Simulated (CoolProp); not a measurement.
Vapour-liquid equilibrium of R152A (1) + n-butane (2) at 279.1 K; x and y are mole fractions of (1).

The numbers come from the multi-fluid Helmholtz-energy mixture model, Outcalt 1996 and Bücker 2006; pair parameters Bell 2016 in CoolProp.

Q: Give the bubble pressure and the first vapour's composition at x = 0.05, 0.275, 0.95. Is there an azeotrope?

A: x = 0.05: 0.1817 MPa, y = 0.311; x = 0.275: 0.2931 MPa, y = 0.623; x = 0.95: 0.3345 MPa, y = 0.929. y crosses x between x = 0.8 and 0.875: the model has an azeotrope there.

Pair parameters are fitted to limited data, so mixtures are less certain than the pure fluids. With so large a gap from Raoult's law the liquid may split in two, which this calculation doesn't test in full.
